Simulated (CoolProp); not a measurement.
Saturation properties of fluorine (Tc = -128.7 °C, pc = 5240 kPa, ω = 0.045).

Computed with CoolProp (reference Helmholtz-energy equation of state, de Reuck 1990).

```tsv
T (°C)	p (kPa)	vapour density (kg/m³)	liquid cp (kJ/(kg K))
-189.65	84.66	4.780	1.506
-186.65	119.5	6.566	1.516
-183.55	166.1	8.902	1.528
-180.55	223.3	11.71	1.542
-177.55	294.3	15.15	1.557
-174.55	381.1	19.29	1.576
-171.55	485.5	24.24	1.597
-168.45	614.1	30.31	1.623
-165.45	760.7	37.24	1.652
-162.45	931.1	45.34	1.688
-159.45	1128	54.81	1.730
-156.45	1352	65.86	1.783
```

It boils at -188.1 °C under 1 atm.
